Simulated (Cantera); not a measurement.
# Carbothermic reduction: MgO + CH4 + CO

Feed: 1 mol MgO, 0.3 mol CH4, 0.92 mol CO, held at 0.100 bar.

Equilibrium computed with Cantera from the NASA thermochemical tables; the gas is ideal and each condensed phase is pure. Candidate condensed phases: C, C6H6, C7H8, C8H18, H2O, Mg, MgCO3, MgO, Mg(OH)2; 116 gas species. The tables' values for MgH are old estimates; treat these amounts as uncertain. Equilibrium is a limit: real reactors are often held back by kinetics, nucleation or transport.

```json
[
 {"T (K)": "948", "x CO": "0.530", "x H2": "0.397", "x Mg": "<1e-12", "x CO2": "0.0492", "x H2O": "0.0204", "x H": "1.05e-9", "x CH4": "0.00271", "n C(graphite)": "0.395", "n MgO(s)": "1.00"},
 {"T (K)": "1048", "x CO": "0.593", "x H2": "0.394", "x Mg": "<1e-12", "x CO2": "0.00781", "x H2O": "0.00437", "x H": "1.53e-8", "x CH4": "0.000905", "n C(graphite)": "0.317", "n MgO(s)": "1.00"},
 {"T (K)": "1148", "x CO": "0.603", "x H2": "0.394", "x Mg": "2.15e-11", "x CO2": "0.00148", "x H2O": "0.00114", "x H": "1.42e-7", "x CH4": "0.000369", "n C(graphite)": "0.303", "n MgO(s)": "1.00"},
 {"T (K)": "1248", "x CO": "0.605", "x H2": "0.394", "x Mg": "4.09e-9", "x CO2": "0.000361", "x H2O": "0.000367", "x H": "9.27e-7", "x CH4": "0.000173", "n C(graphite)": "0.301", "n MgO(s)": "1.00"},
 {"T (K)": "1348", "x CO": "0.605", "x H2": "0.395", "x Mg": "3.53e-7", "x CO2": "0.000109", "x H2O": "0.000139", "x H": "4.60e-6", "x CH4": "9.08e-5", "n C(graphite)": "0.300", "n MgO(s)": "1.000"},
 {"T (K)": "1448", "x CO": "0.605", "x H2": "0.395", "x Mg": "1.62e-5", "x CO2": "3.92e-5", "x H2O": "6.05e-5", "x H": "1.83e-5", "x CH4": "5.20e-5", "n C(graphite)": "0.300", "n MgO(s)": "1.000"},
 {"T (K)": "1548", "x CO": "0.605", "x H2": "0.394", "x Mg": "0.000450", "x CO2": "1.61e-5", "x H2O": "2.93e-5", "x H": "6.11e-5", "x CH4": "3.19e-5", "n C(graphite)": "0.299", "n MgO(s)": "0.999"},
 {"T (K)": "1648", "x CO": "0.603", "x H2": "0.388", "x Mg": "0.00827", "x CO2": "7.40e-6", "x H2O": "1.52e-5", "x H": "0.000175", "x CH4": "2.02e-5", "n C(graphite)": "0.287", "n MgO(s)": "0.987"},
 {"T (K)": "1748", "x CO": "0.582", "x H2": "0.306", "x Mg": "0.112", "x CO2": "3.48e-6", "x H2O": "6.62e-6", "x H": "0.000400", "x CH4": "8.61e-6", "n C(graphite)": "0.0804", "n MgO(s)": "0.781"},
 {"T (K)": "1848", "x CO": "0.575", "x H2": "0.282", "x Mg": "0.141", "x CO2": "1.46e-5", "x H2O": "2.88e-5", "x H": "0.000891", "x CH4": "6.70e-7", "n C(graphite)": "0", "n MgO(s)": "0.700"},
 {"T (K)": "1948", "x CO": "0.575", "x H2": "0.281", "x Mg": "0.141", "x CO2": "6.57e-5", "x H2O": "0.000141", "x H": "0.00190", "x CH4": "6.44e-8", "n C(graphite)": "0", "n MgO(s)": "0.700"},
 {"T (K)": "2048", "x CO": "0.574", "x H2": "0.280", "x Mg": "0.142", "x CO2": "0.000253", "x H2O": "0.000586", "x H": "0.00374", "x CH4": "7.80e-9", "n C(graphite)": "0", "n MgO(s)": "0.698"},
 {"T (K)": "2148", "x CO": "0.571", "x H2": "0.275", "x Mg": "0.143", "x CO2": "0.000847", "x H2O": "0.00209", "x H": "0.00692", "x CH4": "1.14e-9", "n C(graphite)": "0", "n MgO(s)": "0.694"},
 {"T (K)": "2248", "x CO": "0.565", "x H2": "0.266", "x Mg": "0.148", "x CO2": "0.00247", "x H2O": "0.00633", "x H": "0.0120", "x CH4": "1.96e-10", "n C(graphite)": "0", "n MgO(s)": "0.680"}
]
```
x: gas mole fraction; n: condensed amount in mol.

From 948 K to 1748 K the condensed part is C(graphite) + MgO(s). From 1848 K to 2248 K the condensed part is MgO(s).
